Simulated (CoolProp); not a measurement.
Saturation properties of octamethyltrisiloxane (MDM).

Values from CoolProp's reference Helmholtz-energy equation of state, Thol 2017.

```csv
T (°C),p (kPa),liquid density (kg/m³),vapour density (kg/m³),liquid cp (kJ/(kg K)),surface tension (mN/m)
21.95,0.4079,818.3,0.03936,1.776,16.9
40.75,1.311,799.3,0.1192,___,15.2
59.65,3.585,779.9,0.3083,1.866,13.5
78.55,8.539,760.0,0.6990,1.914,11.9
97.35,18.09,739.7,1.419,1.963,10.4
116.25,35.05,718.5,2.652,2.013,8.96
135.15,62.83,696.4,4.621,2.064,7.58
154.05,105.6,___,7.612,2.117,6.27
172.85,167.6,648.6,11.96,___,5.05
191.75,254.8,622.0,18.22,2.231,3.91
210.65,372.8,592.7,27.09,2.299,2.87
229.55,528.3,559.6,39.76,2.384,1.94
248.35,727.8,520.7,58.40,2.507,1.13
267.25,983.6,470.1,88.97,2.761,0.480
```

Task: Complete the blanks.

Result: 
- 40.75, liquid cp (kJ/(kg K)): 1.820
- 154.05, liquid density (kg/m³): 673.2
- 172.85, liquid cp (kJ/(kg K)): 2.171

It boils at 152.5 °C under 1 atm.

Surface tension comes from a separate correlation (Mulero 2014), older than this fluid's equation and unchecked against measurements.
